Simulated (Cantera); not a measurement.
Cantera with NASA thermochemical tables; ideal gases at 1 bar, condensed phases pure. Values are per mole of reaction as written; species without (g) are pure solids or liquids, kept so even where they would boil at 1 bar.

Cs(g) + HCl(g) ⇌ CsCl + H(g)

```csv
T (K),ΔH° (kJ),ΔS° (J/K),ΔG° (kJ),log10 K
1525,(withheld),(withheld),(withheld),(withheld)
1550,-142.8,-68.8,-36.2,1.22
1575,(withheld),(withheld),(withheld),(withheld)
1600,(withheld),(withheld),(withheld),(withheld)
1625,(withheld),(withheld),(withheld),(withheld)
1650,-138.5,-66.1,-29.5,0.93
1675,-137.4,-65.4,-27.8,0.87
1700,-136.3,-64.8,-26.2,0.80
```

Question: Some entries are withheld; supply them.

Answer: 
- 1525, ΔH° (kJ): -143.9
- 1525, ΔS° (J/K): -69.5
- 1525, ΔG° (kJ): -37.9
- 1525, log10 K: 1.30
- 1575, ΔH° (kJ): -141.7
- 1575, ΔS° (J/K): -68.1
- 1575, ΔG° (kJ): -34.5
- 1575, log10 K: 1.14
- 1600, ΔH° (kJ): -140.6
- 1600, ΔS° (J/K): -67.4
- 1600, ΔG° (kJ): -32.8
- 1600, log10 K: 1.07
- 1625, ΔH° (kJ): -139.6
- 1625, ΔS° (J/K): -66.7
- 1625, ΔG° (kJ): -31.1
- 1625, log10 K: 1.00
